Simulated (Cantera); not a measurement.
Input (Python, Cantera):

```python
import numpy as np
import cantera as ct

gas = ct.Solution("h2o2.yaml")
gas.TPX = 798, 500000, {'H2': 1, 'O2': 0.417, 'N2': 1.57}
inlet = ct.Reservoir(gas, clone=True)
gas.equilibrate("HP")  # start burning
reactor = ct.IdealGasConstPressureReactor(gas, energy="on", clone=False)
exhaust = ct.Reservoir(gas, clone=True)
tau = [0.49, 0.15, 0.045, 0.014, 0.0042, 0.0013, 0.00038, 0.00012, 3.5e-05][0]
for a, b in ((inlet, reactor), (reactor, exhaust)):
    ct.MassFlowController(a, b, mdot=lambda t: reactor.mass / tau)
net = ct.ReactorNet([reactor])
show = ['H2', 'O2', 'H', 'H2O2', 'O']

rows = []
print(f"{'tau/s':>10s}{'T/K':>9s}" + "".join(f"{s:>11s}" for s in show))
for tau in [0.49, 0.15, 0.045, 0.014, 0.0042, 0.0013, 0.00038, 0.00012, 3.5e-05]:
    net.initial_time = 0.0
    net.advance(30 * tau)
    before = gas.X
    net.advance(40 * tau)
    drift = np.max(np.abs(gas.X - before) / (gas.X + 1e-9))
    rows.append([gas.T, *gas[show].X, drift])
    print(f"{tau:10.3e}{gas.T:9.1f}" + "".join(f"{x:11.3e}" for x in gas[show].X))
```

It prints:

```
     tau/s      T/K         H2         O2          H       H2O2          O
 4.900e-01   2707.4  6.716e-02  9.848e-04  6.827e-03  2.323e-07  5.262e-04
 1.500e-01   2707.3  6.717e-02  9.876e-04  6.835e-03  2.327e-07  5.273e-04
 4.500e-02   2706.8  6.719e-02  9.969e-04  6.862e-03  2.341e-07  5.309e-04
 1.400e-02   2705.3  6.725e-02  1.026e-03  6.946e-03  2.383e-07  5.422e-04
 4.200e-03   2700.6  6.744e-02  1.122e-03  7.220e-03  2.519e-07  5.797e-04
 1.300e-03   2686.7  6.799e-02  1.405e-03  8.021e-03  2.899e-07  6.937e-04
 3.800e-04   2648.3  6.950e-02  2.216e-03  1.027e-02  3.840e-07  1.045e-03
 1.200e-04   2571.5  7.240e-02  3.928e-03  1.499e-02  5.369e-07  1.876e-03
 3.500e-05   2427.2  7.719e-02  7.330e-03  2.458e-02  7.775e-07  3.735e-03
```

Model: the H2/O2 subset of GRI-Mech 3.0, which has no nitrogen chemistry, integrated in Cantera. The hydrogen kinetics of GRI-Mech 3.0 are dated; newer H2 mechanisms differ, most at raised pressure.
